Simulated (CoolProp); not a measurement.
Dodecamethylcyclohexasiloxane (D6) at several states: fugacity coefficient from the reference equation and from simpler models built on Tc = 645.8 K, pc = 961.4 kPa, ω = 0.736; each cubic takes its own stable root.

The numbers come from the reference Helmholtz-energy equation of state, Colonna 2008 in CoolProp. It is a short technical equation, of lower accuracy than the large ones.

```json
[
 {"T (K)": "566.2", "p (kPa)": "316", "phase": "liquid", "reference": "0.7006"},
 {"T (K)": "561", "p (kPa)": "10.2", "phase": "gas", "reference": "0.9930"},
 {"T (K)": "528.1", "p (kPa)": "19.5", "phase": "gas", "reference": "0.9838"},
 {"T (K)": "358.8", "p (kPa)": "372", "phase": "liquid", "reference": "0.0008941"}
]
```

Task: How far does each simpler model (van der Waals, Redlich-Kwong, Peng-Robinson) lie from the reference over these 4 states: mean and median of the absolute difference, and the worst?

Result: 
- van der Waals: mean 4069.1 %, median 12.2 %, worst +16251.6 % at 358.8 K and 372 kPa
- Redlich-Kwong: mean 646.7 %, median 10.1 %, worst +2566.4 % at 358.8 K and 372 kPa
- Peng-Robinson: mean 5.8 %, median 1.8 %, worst +19.7 % at 358.8 K and 372 kPa

At some of these states van der Waals, Redlich-Kwong gives the other phase, because its saturation line lies elsewhere.
